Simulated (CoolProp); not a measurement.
Computed with CoolProp (reference Helmholtz-energy equation of state, Lemmon 2013).

Q: For propylene, give the phase and the speed of sound (m/s), Joule-Thomson coefficient (K/MPa), conductivity (mW/(m K)), fugacity coefficient at -52.85 °C and 5.4 MPa.

A: 
- -52.85 °C and 5.4 MPa: liquid; speed of sound 1260, Joule-Thomson coefficient -0.439, conductivity 150, fugacity coefficient 0.0174

Thermal conductivity comes from a separate model (Huber 2003), an estimate that may be off by 10 % or more.
